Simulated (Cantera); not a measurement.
Cantera run, input and output.

```python
import numpy as np
import cantera as ct

gas = ct.Solution("gri30.yaml")
gas.TPX = 1050, 23000, {'N2O': 1, 'H2O': 0.0065}
reactor = ct.IdealGasConstPressureReactor(gas, energy="off", clone=False)
net = ct.ReactorNet([reactor])
net.rtol, net.atol = 1e-08, 1e-18
show = ['N2O', 'H2O', 'OH', 'H2', 'O']
times = np.geomspace(2e-06, 10, 11)

steps = ct.SolutionArray(gas, extra=["t"])
rows = []
print(f"{'t/s':>10s}{'T/K':>9s}{'P/Pa':>11s}" + "".join(f"{s:>11s}" for s in show))
for t in times:
    while net.time < t:
        t_next = net.step()
        steps.append(gas.state, t=t_next)
    rows.append([np.interp(t, steps.t, y) for y in (steps.T, steps.P, *steps(*show).X.T)])
    print(f"{t:10.3e}{rows[-1][0]:9.1f}{rows[-1][1]:11.4g}" + "".join(f"{x:11.3e}" for x in rows[-1][2:]))
rate = np.gradient(steps.T, steps.t)
print("integrator steps:", len(steps.t))
if steps.T.max() > steps.T[0] + 200:
    print(f"time of steepest temperature rise: {steps.t[rate.argmax()]:.4e} s")
gas.TPX = 1050, 23000, {'N2O': 1, 'H2O': 0.0065}
gas.equilibrate("TP")
print(f"equilibrium (TP): T = {gas.T:.1f} K  " + "  ".join(f"{s} {gas[s].X[0]:.3e}" for s in show))
```

Result:

```
       t/s      T/K       P/Pa        N2O        H2O         OH         H2          O
 2.000e-06   1050.0    2.3e+04  9.935e-01  6.458e-03  9.022e-13  2.848e-24  5.387e-09
 9.352e-06   1050.0    2.3e+04  9.935e-01  6.458e-03  1.862e-11  4.523e-21  2.329e-08
 4.373e-05   1050.0    2.3e+04  9.935e-01  6.458e-03  3.229e-10  4.158e-18  7.754e-08
 2.045e-04   1050.0    2.3e+04  9.935e-01  6.458e-03  3.254e-09  8.548e-16  1.246e-07
 9.564e-04   1050.0    2.3e+04  9.935e-01  6.458e-03  1.720e-08  5.994e-14  1.260e-07
 4.472e-03   1050.0    2.3e+04  9.935e-01  6.458e-03  5.970e-08  3.218e-12  1.260e-07
 2.091e-02   1050.0    2.3e+04  9.934e-01  6.457e-03  1.311e-07  7.237e-11  1.259e-07
 9.779e-02   1050.0    2.3e+04  9.927e-01  6.456e-03  4.085e-07  6.361e-10  1.256e-07
 4.573e-01   1050.0    2.3e+04  9.897e-01  6.449e-03  6.622e-07  1.502e-09  1.237e-07
 2.138e+00   1050.0    2.3e+04  9.760e-01  6.420e-03  9.652e-07  7.240e-10  1.180e-07
 1.000e+01   1050.0    2.3e+04  9.155e-01  6.289e-03  1.231e-06  4.529e-10  1.131e-07
integrator steps: 978
equilibrium (TP): T = 1050.0 K  N2O 2.113e-09  H2O 4.315e-03  OH 9.838e-08  H2 5.686e-12  O 8.085e-10
```

Cantera simulation using GRI-Mech 3.0 (53 species, 325 reactions); the numbers are that mechanism's predictions, not measurements. GRI-Mech 3.0 was tuned for natural gas; its chemistry of N2O as a main component is partial and can be far from experiment. The mechanism lacks the step 2 NO + O2 → 2 NO2, which can matter for NO2 below about 1400 K. The temperature is held fixed by assumption; the heat of reaction is taken as removed at once.
